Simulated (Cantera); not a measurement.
Thermodynamics of silicon oxide and oxynitride deposition, feed TEOS + CO2 + N2

Charge: 1 mol TEOS, 8.4 mol CO2, 18 mol N2, at 16.0 Pa.

Method: chemical equilibrium by Gibbs-energy minimisation in Cantera with the NASA 1993 tables (ideal gas, pure condensed phases). Candidate condensed phases: C, C6H6, C7H8, C8H18, H2O, Si, SiC, SiO2, Si2N2O, Si3N4; 151 gas species. The feed counts by its element totals alone. The tables hold silica as quartz up to 1696 K and as liquid above; real silica turns to tridymite and cristobalite and melts near 1996 K. Equilibrium is a limit: real reactors are often held back by kinetics, nucleation or transport.

From 723 K to 823 K the condensed part is SiO2(α-quartz). From 923 K to 1523 K the condensed part is SiO2(β-quartz).

| T (K) | log p N2 | log p CO | log p H2 | log p CO2 | log p H2O | n SiO2(α-quartz) | n SiO2(β-quartz) |
|---|---|---|---|---|---|---|---|
| 723 | -4.19 | -4.29 | -4.45 | -5.10 | -6.15 | 1.00 | 0 |
| 823 | -4.19 | -4.29 | -4.46 | -5.14 | -5.87 | 1.00 | 0 |
| 923 | -4.19 | -4.28 | -4.47 | -5.18 | -5.68 | 0 | 1.00 |
| 1023 | -4.19 | -4.27 | -4.48 | -5.23 | -5.55 | 0 | 1.00 |
| 1123 | -4.19 | -4.27 | -4.49 | -5.28 | -5.46 | 0 | 1.00 |
| 1223 | -4.19 | -4.26 | -4.49 | -5.33 | -5.40 | 0 | 1.00 |
| 1323 | -4.19 | -4.26 | -4.50 | -5.38 | -5.35 | 0 | 1.000 |
| 1423 | -4.19 | -4.26 | -4.51 | -5.42 | -5.31 | 0 | 1.000 |
| 1523 | -4.19 | -4.26 | -4.51 | -5.46 | -5.29 | 0 | 0.995 |
log p: log10 of the partial pressure in bar; n: condensed amount in mol.
